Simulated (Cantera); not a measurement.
Input: 1 mol B2O3, 54 mol H2, equilibrated at 925 K and 0.0120 bar.

These are equilibrium values from Cantera (NASA tables, ideal gas, pure condensed phases), not measurements of a reactor. Candidate condensed phases: B, B2O3, B3O3H3, H2O; 23 gas species. The numbers say what is thermodynamically allowed, not how fast it happens.

Base state: H2 1.000 (mole fractions); condensed: B2O3(l).

Problem. What changes in the equilibrium state with this change: B2O3 replaced by B?

Solution. 
| species | before | after |
|---|---|---|
| H2 | 1.000 | 1.00 |
| B2O3(l), mol | 1.000 | 0 |
| B(s), mol | 0 | 1.00 |

Problem. What changes in the equilibrium state with this change: B2O3 replaced by borazine?

Solution. 
```
species       before  after
------------  ------  -----
H2             1.000   1.00
B2O3(l), mol   1.000      0
BN(s), mol         0   3.00
```
The feed counts by its element totals alone. Further candidate phases: BN.
